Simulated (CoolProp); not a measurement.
Properties of n-perfluorohexane along the isobar 74.8 bar.

Values from CoolProp's reference Helmholtz-energy equation of state, Gao 2022.

| T (K) | phase | Z | cp (kJ/(kg K)) | cv (kJ/(kg K)) | speed of sound (m/s) | Joule-Thomson coefficient (K/MPa) | isothermal compressibility (1/MPa) |
|---|---|---|---|---|---|---|---|
| 197.8 | liquid | 0.7795 | 0.8918 | 0.6950 | 801.0 | -0.4099 | ___ |
| 215.8 | liquid | 0.7328 | 0.9168 | 0.7246 | 756.9 | ___ | ___ |
| 233.8 | liquid | 0.6937 | 0.9432 | 0.7544 | 713.7 | -0.3793 | 0.001309 |
| 251.8 | liquid | 0.6607 | 0.9699 | 0.7836 | ___ | -0.3615 | 0.001503 |
| 269.8 | liquid | 0.6328 | 0.9964 | 0.8116 | 629.0 | -0.3418 | 0.001742 |
| 287.9 | liquid | ___ | 1.022 | 0.8382 | 586.8 | -0.3196 | 0.002043 |
| 305.9 | liquid | 0.5894 | 1.047 | 0.8632 | 544.8 | -0.2943 | 0.002423 |
| 323.9 | liquid | 0.5730 | 1.072 | 0.8869 | 502.9 | -0.2650 | 0.002916 |
| 341.9 | liquid | 0.5597 | 1.095 | 0.9093 | 461.1 | -0.2300 | 0.003564 |
| 359.9 | liquid | 0.5494 | 1.117 | 0.9305 | 419.6 | -0.1876 | 0.004435 |
| 377.9 | liquid | 0.5420 | 1.139 | 0.9508 | 378.8 | -0.1353 | 0.005623 |
| 396 | liquid | 0.5376 | 1.160 | 0.9704 | 339.0 | -0.06945 | 0.007284 |
| 414 | liquid | 0.5364 | 1.181 | 0.9891 | 301.2 | 0.01333 | 0.009606 |
| 432 | liquid | 0.5387 | ___ | ___ | 266.0 | 0.1183 | 0.01289 |
| 450 | supercritical | 0.5449 | 1.219 | 1.024 | 234.1 | 0.2510 | 0.01751 |

Complete the blanks.


- 197.8, isothermal compressibility (1/MPa): 0.001014
- 215.8, Joule-Thomson coefficient (K/MPa): -0.3955
- 215.8, isothermal compressibility (1/MPa): 0.001148
- 251.8, speed of sound (m/s): 671.2
- 287.9, Z: 0.6092
- 432, cp (kJ/(kg K)): 1.200
- 432, cv (kJ/(kg K)): 1.007
